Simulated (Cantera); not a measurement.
Premixed flame

A freely propagating, adiabatic, planar premixed flame of CH4 : O2 : N2 = 1 : 2 : 9 (molar parts), unburnt at 375 K and 0.870 bar; mixture-averaged transport, grid criteria slope 0.08 and curve 0.16, no radiation.

Detailed kinetics in Cantera: GRI-Mech 3.0 (53 species, 325 reactions). Burning velocities carry a grid error of a few per cent, more on coarse grids.

```csv
z (mm),T (K),u (m/s),x CH4,x O2,x OH,x C2H,x CH2CO,x C2H2
-1.78,375,0.400,0.0833,0.167,<1e-8,<1e-8,<1e-8,<1e-8
-1.19,377,0.403,0.0830,0.166,<1e-8,<1e-8,<1e-8,1.38e-8
-0.889,385,0.412,0.0824,0.166,<1e-8,<1e-8,3.76e-8,9.41e-8
-0.593,445,0.478,0.0787,0.161,1.59e-7,<1e-8,6.92e-7,1.15e-6
-0.296,841,0.915,0.0559,0.130,1.38e-5,<1e-8,1.60e-5,1.54e-5
-0.148,1243,1.36,0.0310,0.0929,0.000139,<1e-8,5.79e-5,4.17e-5
0,1623,1.79,0.00692,0.0491,0.00141,5.48e-8,6.84e-5,7.79e-5
0.148,1771,1.95,0.000355,0.0256,0.00425,3.23e-8,6.77e-6,1.04e-5
0.296,1815,1.99,8.95e-6,0.0186,0.00541,<1e-8,1.46e-7,2.04e-7
0.593,1868,2.03,1.76e-8,0.0149,0.00561,<1e-8,<1e-8,<1e-8
1.19,1930,2.09,<1e-8,0.0123,0.00522,<1e-8,<1e-8,<1e-8
2.37,1992,2.15,<1e-8,0.00970,0.00444,<1e-8,<1e-8,<1e-8
4.74,2043,2.20,<1e-8,0.00738,0.00354,<1e-8,<1e-8,<1e-8
```
x: mole fraction of selected species; z is measured from the peak of heat release.

laminar burning velocity: 40.0 cm/s
thermal thickness: 0.593 mm
peak x(OH): 0.00564
peak x(C2H): 8.35e-8
peak x(CH2CO): 8.21e-5
peak x(C2H2): 7.92e-5
